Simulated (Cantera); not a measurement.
**Low-pressure radical oxidation in H2/O2**

An isothermal, constant-pressure homogeneous reactor starts with 1.77 % H2, 98.2 % O2, at 1250 K and 1200 Pa.

Model: GRI-Mech 3.0 (53 species, 325 reactions), integrated in Cantera. Radical loss at walls, strong at low pressure, is not modelled.

| t (s) | x H2 | x O2 | x H | x H2O | x HO2 |
|---|---|---|---|---|---|
| 0.000500 | 0.0177 | 0.982 | 8.02e-9 | 2.74e-8 | 1.78e-8 |
| 0.00107 | 0.0177 | 0.982 | 5.36e-8 | 3.09e-7 | 3.85e-8 |
| 0.00227 | 0.0177 | 0.982 | 2.67e-6 | 1.76e-5 | 1.11e-7 |
| 0.00484 | 0.00469 | 0.971 | 0.00168 | 0.0105 | 1.64e-6 |
| 0.0103 | 0.000127 | 0.967 | 0.00112 | 0.0162 | 1.11e-6 |
| 0.0220 | 0.000114 | 0.968 | 0.000994 | 0.0163 | 1.08e-6 |
| 0.0469 | 9.93e-5 | 0.970 | 0.000796 | 0.0165 | 1.02e-6 |
| 0.100 | 7.52e-5 | 0.973 | 0.000517 | 0.0168 | 8.99e-7 |
| 0.213 | 4.54e-5 | 0.977 | 0.000239 | 0.0171 | 7.10e-7 |
| 0.454 | 2.04e-5 | 0.980 | 7.12e-5 | 0.0174 | 4.69e-7 |
| 0.969 | 7.01e-6 | 0.981 | 1.42e-5 | 0.0176 | 2.49e-7 |
| 2.06 | 2.04e-6 | 0.982 | 2.23e-6 | 0.0177 | 1.08e-7 |
| 4.40 | 5.70e-7 | 0.982 | 3.30e-7 | 0.0178 | 4.12e-8 |
| 9.38 | 1.68e-7 | 0.982 | 5.29e-8 | 0.0178 | 1.61e-8 |
| 20.0 | 5.45e-8 | 0.982 | 9.83e-9 | 0.0178 | 8.36e-9 |
x: mole fraction; the columns are a selection and need not sum to one.

Equilibrium at this temperature and pressure: H2 5.70e-9, O2 0.982, H 3.35e-10, H2O 0.0178, HO2 1.02e-8 (gas phase only).
